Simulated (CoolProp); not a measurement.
The fluid at 298.15 K and 9.81 MPa flows at 0.47 m/s in a round tube of 1 mm bore and 0.25 µm roughness, fully developed (64/Re and Nu = 3.66 if laminar; Colebrook and Gnielinski if turbulent). The same conditions are run with several fluids, on thermodynamics alone (safety and materials aside).

Values from CoolProp's reference Helmholtz-energy equation of state of each fluid (carbon dioxide: Span 1996; R123: Younglove 1994; R245fa: Akasaka 2015; isobutane: Bücker 2006).

Problem. Rank carbon dioxide, R123, R245fa, isobutane by Reynolds number, highest first.

Solution. carbon dioxide (5160), isobutane (1530), R123 (1480), R245fa (1430)

```csv
fluid,Darcy friction factor,pressure drop (Pa/m),heat-transfer coefficient (W/(m² K)),mass flow (kg/h)
carbon dioxide,0.0373,3360,2480,1.08
R123,0.0432,7110,294,1.98
R245fa,0.0448,6760,352,1.82
isobutane,0.0419,2630,351,0.755
```

Transport values come from each fluid's own correlations; those of R245fa are estimates that may be off by 10 % or more.
